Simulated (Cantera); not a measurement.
A closed system holds: 1 mol SiC, a varied amount of Si, 0.53 mol H2, at 2000 °C and 7.50 Torr.

Cantera equilibrium calculation (NASA polynomials, part measured and part estimated; ideal gas, pure solids and liquids). Candidate condensed phases: C, C6H6, C7H8, C8H18, Si, SiC; 87 gas species. Mutual solubility and eutectic melting of coexisting phases are not modelled. Gases not in the tables: Si2H6 and higher silanes. Kinetics and transport are ignored.

x: gas mole fraction; n: condensed amount in mol.

```
n(Si) (mol)   x H2     x H     x Si    x Si2C  x C2H2 (acetylene)     x SiH    x Si2  n SiC(s)  n Si(l)
-----------  -----  ------  -------  --------  ------------------  --------  -------  --------  -------
0.0018       0.905  0.0799  0.00989  0.000738             0.00330  0.000363  2.46e-5     0.995        0
0.0033       0.904  0.0799   0.0110  0.000822             0.00267  0.000404  3.04e-5     0.995        0
0.0059       0.903  0.0798   0.0134  0.000999             0.00180  0.000490  4.50e-5     0.996        0
0.011        0.897  0.0796   0.0194   0.00145            0.000855  0.000707  9.42e-5     0.998        0
0.02         0.885  0.0790      [?]       [?]                 [?]       [?]      [?]     0.998        0
0.036        0.861  0.0779      [?]       [?]                 [?]       [?]      [?]     0.997        0
0.066        0.840  0.0770   0.0731   0.00546             5.61e-5   0.00258  0.00134     0.996   0.0150
```

### Question
Fill in the missing entries.

### Answer

- 0.036, x Si: 0.0537
- 0.036, x Si2C: 0.00401
- 0.036, x C2H2 (acetylene): 0.000107
- 0.036, x SiH: 0.00192
- 0.036, x Si2: 0.000725
- 0.02, x Si: 0.0317
- 0.02, x Si2C: 0.00237
- 0.02, x C2H2 (acetylene): 0.000315
- 0.02, x SiH: 0.00115
- 0.02, x Si2: 0.000252
